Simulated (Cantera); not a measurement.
Input (Python, Cantera):

```python
import numpy as np
import cantera as ct

gas = ct.Solution("gri30.yaml")
gas.TP = 300, 120000
flame = ct.CounterflowDiffusionFlame(gas, width=0.02)
flame.fuel_inlet.X, flame.fuel_inlet.T = {'CH4': 1}, 475
flame.oxidizer_inlet.X, flame.oxidizer_inlet.T = {'O2': 0.24, 'N2': 0.76}, 350
flame.set_refine_criteria(ratio=3, slope=0.12, curve=0.24, prune=0.03)
show = ['OH', 'H', 'NO', 'CO', 'C2H2']

rows = []
print(f"{'mdot':>8s}{'a_max':>10s}{'a_mean':>10s}{'Tmax/K':>9s}" + "".join(f"{s:>11s}" for s in show) + "   (peak mole fractions)")
for i, mdot in enumerate([0.3, 0.38, 0.48, 0.61, 0.78, 0.98, 1.2, 1.6, 2, 2.5]):  # kg/m2/s on the oxidiser side
    flame.oxidizer_inlet.mdot, flame.fuel_inlet.mdot = mdot, 0.74 * mdot
    flame.solve(loglevel=0, auto=(i == 0))
    if flame.T.max() < max(475, 350) + 100:
        print(f"{mdot:8.3g}  no burning solution found from the previous one")
        break
    dT = np.abs(np.gradient(flame.T, flame.grid))
    rows.append([flame.strain_rate("max"), flame.strain_rate("mean"), flame.T.max(),
                 *(flame.X[gas.species_index(s)].max() for s in show), max(dT[0], dT[-1]) / dT.max()])
    print(f"{mdot:8.3g}{rows[-1][0]:10.1f}{rows[-1][1]:10.1f}{rows[-1][2]:9.1f}" + "".join(f"{x:11.3e}" for x in rows[-1][3:-1]))
```

It prints:

```
    mdot     a_max    a_mean   Tmax/K         OH          H         NO         CO       C2H2   (peak mole fractions)
     0.3     186.5      35.3   2210.9  9.821e-03  4.343e-03  3.515e-04  6.603e-02  1.696e-02
    0.38     233.4      44.7   2199.2  9.818e-03  4.490e-03  3.336e-04  6.504e-02  1.627e-02
    0.48     290.3      56.5   2189.1  9.816e-03  4.635e-03  3.166e-04  6.419e-02  1.562e-02
    0.61     361.8      71.8   2179.2  9.802e-03  4.783e-03  2.987e-04  6.339e-02  1.501e-02
    0.78     453.5      91.9   2171.2  9.827e-03  4.955e-03  2.811e-04  6.283e-02  1.444e-02
    0.98     560.0     115.4   2160.9  9.766e-03  5.081e-03  2.611e-04  6.218e-02  1.376e-02
     1.2     676.2     141.3   2151.7  9.694e-03  5.195e-03  2.426e-04  6.174e-02  1.321e-02
     1.6     880.5     188.4   2138.3  9.560e-03  5.342e-03  2.151e-04  6.127e-02  1.242e-02
       2    1074.9     235.5   2126.1  9.394e-03  5.424e-03  1.918e-04  6.094e-02  1.176e-02
     2.5    1309.2     294.4   2111.8  9.166e-03  5.467e-03  1.671e-04  6.065e-02  1.100e-02
```

Computed with Cantera and GRI-Mech 3.0 (53 species, 325 reactions). GRI-Mech 3.0 has no aromatics or soot, which form on the fuel side of real flames. The maximum strain rate includes the flame's own expansion and is several times the mean.
